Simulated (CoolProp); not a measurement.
Vapour-liquid equilibrium of sulfur hexafluoride (1) + n-pentane (2) at 281 K; x and y are mole fractions of (1).

Model: multi-fluid Helmholtz-energy mixture model, Guder 2009 and Thol 2019; pair parameters Bell 2016, in CoolProp.

```csv
x,bubble pressure (MPa),y at the bubble point,dew pressure at overall composition x (MPa),liquid density (mol/L)
0.05,0.3276,___,0.03641,___
0.15,0.7935,0.950,0.04076,___
0.25,1.083,0.961,0.04626,9.256
0.35,1.219,0.965,___,9.407
0.45,___,0.966,0.06331,9.545
0.55,1.263,0.966,0.07756,9.673
0.65,1.265,0.966,___,9.790
0.75,1.292,0.968,0.1411,9.902
0.85,1.357,0.974,0.2392,10.02
0.95,1.470,___,0.7943,___
```

Task: What belongs in the gaps?

Result: 
- 0.05, y at the bubble point: 0.889
- 0.05, liquid density (mol/L): 8.929
- 0.15, liquid density (mol/L): 9.096
- 0.35, dew pressure at overall composition x (MPa): 0.05347
- 0.45, bubble pressure (MPa): 1.261
- 0.65, dew pressure at overall composition x (MPa): 0.1001
- 0.95, y at the bubble point: 0.988
- 0.95, liquid density (mol/L): 10.17

No azeotrope shows between x = 0.05 and 0.95.

The pair parameters rest on a limited set of measurements; away from them the model extrapolates. With so large a gap from Raoult's law the liquid may split in two, which this calculation doesn't test in full.
